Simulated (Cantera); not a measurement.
A perfectly stirred reactor is fed with 33.3 % C3H8, 66.7 % H2, at 30.0 Torr; it is held at 1000 K, and followed from long to short residence time.

Detailed kinetics in Cantera: GRI-Mech 3.0 (53 species, 325 reactions). GRI-Mech 3.0 was tuned for natural gas; its chemistry of propane as a main component is partial and can be far from experiment. GRI-Mech 3.0 stops at C3 and has no aromatics, soot or wall deposition, so with more carbon than oxygen in the feed, carbon stays in small species such as C2H2 where larger ones or solid carbon would form. Radical loss at walls, strong at low pressure, is not modelled.

Q: Predict: x(C3H8) at τ = 0.960 s; x(H2) at τ = 0.960 s; x(H) at τ = 0.960 s; x(C2H4) at τ = 0.960 s; x(C3H8) at τ = 63.0 ms; x(H2) at τ = 63.0 ms; x(H) at τ = 63.0 ms; x(C2H4) at τ = 63.0 ms.

A: 
| Quantity | Result |
|---|---|
| x(C3H8) at τ = 0.960 s | 0.232 |
| x(H2) at τ = 0.960 s | 0.617 |
| x(H) at τ = 0.960 s | 3.58e-7 |
| x(C2H4) at τ = 0.960 s | 0.0749 |
| x(C3H8) at τ = 63.0 ms | 0.325 |
| x(H2) at τ = 63.0 ms | 0.663 |
| x(H) at τ = 63.0 ms | 3.13e-7 |
| x(C2H4) at τ = 63.0 ms | 0.00615 |
